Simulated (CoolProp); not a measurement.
Vapour-liquid equilibrium of R134a (1) + isobutane (2) at 1360 kPa; x and y are mole fractions of (1).

Values from CoolProp's multi-fluid Helmholtz-energy mixture model, Tillner-Roth 1994 and Bücker 2006; pair parameters Bell 2016.

**Question.** Give the bubble temperature and the first vapour's composition at x = 0.05, 0.425, 0.725. Is there an azeotrope?

**Answer.** x = 0.05: 345.6 K, y = 0.156; x = 0.425: 323.2 K, y = 0.588; x = 0.725: 320.3 K, y = 0.731. y crosses x between x = 0.725 and 0.8: the model has an azeotrope there.

The pair parameters rest on a limited set of measurements; away from them the model extrapolates. With so large a gap from Raoult's law the liquid may split in two, which this calculation doesn't test in full.
